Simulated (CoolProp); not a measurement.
A simple Rankine cycle with R152A: condensing at 332.15 K, boiler at 3.83 MPa, turbine inlet 392.7 K, turbine efficiency 0.75, pump efficiency 0.7, no recuperator. Each further row changes one setting.

Computed with CoolProp (reference Helmholtz-energy equation of state, Outcalt 1996). It is a modified Benedict-Webb-Rubin equation, recast in Helmholtz form.

| case | thermal efficiency (%) | net work (kJ/kg) | heat in (kJ/kg) | turbine exit temperature (K) | volume ratio over the turbine |
|---|---|---|---|---|---|
| as stated | 7.0 | 18.5 | 264 | … | 2.87 |
| turbine inlet 412.7 K | … | 22.7 | 304 | … | … |
| condensing temperature 324.15 K | 8.2 | … | 279 | 332.6 | 3.51 |
| boiler pressure 2.68 MPa | … | 14.9 | … | 364.7 | 1.87 |
| turbine efficiency 0.65 | … | 15.5 | 264 | 343.1 | 2.91 |

Task: Some entries are withheld; supply them.

Result: 
- as stated, turbine exit temperature (K): 341.1
- turbine inlet 412.7 K, thermal efficiency (%): 7.5
- turbine inlet 412.7 K, turbine exit temperature (K): 365.9
- turbine inlet 412.7 K, volume ratio over the turbine: 2.74
- condensing temperature 324.15 K, net work (kJ/kg): 22.9
- boiler pressure 2.68 MPa, thermal efficiency (%): 5.0
- boiler pressure 2.68 MPa, heat in (kJ/kg): 295
- turbine efficiency 0.65, thermal efficiency (%): 5.9
